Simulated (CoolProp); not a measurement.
The fluid at 293.15 K and 0.726 MPa (stagnation) flows isentropically through a choked orifice. The same conditions are run with several fluids, on thermodynamics alone (safety and materials aside).

The numbers come from the reference Helmholtz-energy equation of state of each fluid (sulfur hexafluoride: Guder 2009; R13: Platzer 1990; CH2F2 (R32): Tillner-Roth 1997; CH3F (R41): Lemmon 2006; C2F6 (R116): Lemmon 2006) in CoolProp. The equations of Platzer and Polt are older, rougher fits.

```tsv
fluid	throat to inlet pressure ratio	mass flux (kg/(m² s))	throat temperature (K)
sulfur hexafluoride	0.594	3630	278.2
R13	0.580	3120	271.7
CH2F2 (R32)	0.558	2310	260.0
CH3F (R41)	0.547	1860	254.9
C2F6 (R116)	0.595	3510	279.7
```
